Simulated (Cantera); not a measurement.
## Thermodynamics of thermal oxidation and active oxidation of silicon, feed Si + CO₂ + N₂

A closed system holds: 1 mol Si, 0.43 mol CO₂, 1.7 mol N₂, equilibrated at 2075 K and 10.0 Torr.

Method: chemical equilibrium by Gibbs-energy minimisation in Cantera with the NASA 1993 tables (ideal gas, pure condensed phases). Candidate condensed phases: C, Si, SiC, SiO₂, Si₂N₂O, Si₃N₄; 34 gas species. Mutual solubility and eutectic melting of coexisting phases are not modelled. The tables' values for SiN are old estimates; treat these amounts as uncertain. The numbers say what is thermodynamically allowed, not how fast it happens.

| Property | Result |
|---|---|
| x(N₂) | 0.658 |
| x(SiO) | 0.227 |
| x(CO) | 0.106 |
| x(Si) | 0.00764 |
| x(Si₂C) | 0.000284 |
| x(Si₂N) | 0.000192 |
| x(SiN) | 0.000157 |
| x(Si₂) | 9.42e-5 |
| x(Si₃) | 1.95e-5 |
| n(Si(l)) | 0.234 mol |
| n(SiC(s)) | 0.156 mol |
| gas amount | 2.581 mol |
| log10 activity of C(graphite) (absent) | -1.14 |
